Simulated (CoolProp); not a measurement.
A single-stage vapour-compression cycle with C3F8 (R218): evaporating at 204.15 K (dew point), condensing at 255.15 K (bubble point), superheat 10 K, subcooling 5 K, compressor efficiency 0.6, no pressure losses. Each further row changes one setting.

Values from CoolProp's reference Helmholtz-energy equation of state, Lemmon 2006. It is a short technical equation, of lower accuracy than the large ones.

```csv
case,cooling COP,pressure ratio,discharge temperature (K),refrigerating effect (kJ/kg),volumetric capacity (kJ/m³)
as stated,1.88,12.3,277.1,78.5,150
evaporating temperature 209.15 K,2.22,9.04,274.9,81.6,209
condensing temperature 250.15 K,2.18,10.2,272.2,83.5,160
subcooling 10 K,2.00,12.3,277.1,83.5,160
superheat 20 K,1.94,12.3,288.1,85.0,155
compressor efficiency 0.5,1.57,12.3,287.6,78.5,150
```
